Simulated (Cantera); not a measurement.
CH4 + CO2 + H2 (carbon deposition, reforming and gasification)

Feed: 1 mol CH4, 0.4 mol CO2, 11 mol H2, equilibrated at 1.00 bar.

These are equilibrium values from Cantera (NASA tables, ideal gas, pure condensed phases), not measurements of a reactor. Candidate condensed phases: C, C6H6, C7H8, C8H18, H2O; 110 gas species. Rates play no part.

```tsv
T (K)	x H2	x CH4	x H2O	x CO	x CO2	x C2H6	x C2H4	n C(graphite)
775	0.811	0.120	0.0686	0.000168	7.17e-5	2.53e-7	7.81e-10	0
800	0.811	0.120	0.0680	0.000485	0.000172	3.54e-7	2.18e-9	0
825	0.813	0.119	0.0667	0.00129	0.000378	4.80e-7	5.65e-9	0
850	0.816	0.116	0.0639	0.00310	0.000740	6.22e-7	1.34e-8	0
875	0.822	0.111	0.0588	0.00659	0.00124	7.57e-7	2.89e-8	0
900	0.831	0.103	0.0514	0.0122	0.00173	8.57e-7	5.60e-8	0
925	0.842	0.0938	0.0423	0.0197	0.00200	9.05e-7	9.77e-8	0
950	0.854	0.0834	0.0328	0.0281	0.00194	9.05e-7	1.57e-7	0
975	0.864	0.0735	0.0241	0.0364	0.00162	8.81e-7	2.41e-7	0
1000	0.873	0.0651	0.0168	0.0436	0.00120	8.56e-7	3.61e-7	0
1025	0.882	0.0571	0.0114	0.0489	0.000823	8.10e-7	5.14e-7	0.0209
1050	0.894	0.0457	0.00837	0.0516	0.000570	6.28e-7	5.87e-7	0.119
1075	0.903	0.0368	0.00612	0.0536	0.000390	4.89e-7	6.63e-7	0.199
1100	0.911	0.0298	0.00448	0.0550	0.000267	3.83e-7	7.41e-7	0.266
```
x: gas mole fraction; n: condensed amount in mol.

From 775 K to 1000 K nothing is condensed. From 1025 K to 1100 K the condensed part is C(graphite). The main C-bearing gas is CH4 at 775 K and CO at 1100 K.
